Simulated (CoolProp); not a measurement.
Vapour-liquid equilibrium of R143a (1) + R1234yf (2) at 3.62 kPa; x and y are mole fractions of (1).

Computed with CoolProp (multi-fluid Helmholtz-energy mixture model, Lemmon and Jacobsen 2000 and Lemmon 2022; pair parameters Bell 2016).

Question: Give the bubble temperature and the first vapour's composition at x = 0.425, 0.575, 0.725. Is there an azeotrope?

Answer: x = 0.425: 179.6 K, y = 0.710; x = 0.575: 177.8 K, y = 0.812; x = 0.725: 176.4 K, y = 0.890. No azeotrope shows between x = 0.05 and 0.95.

Pair parameters are fitted to limited data, so mixtures are less certain than the pure fluids.
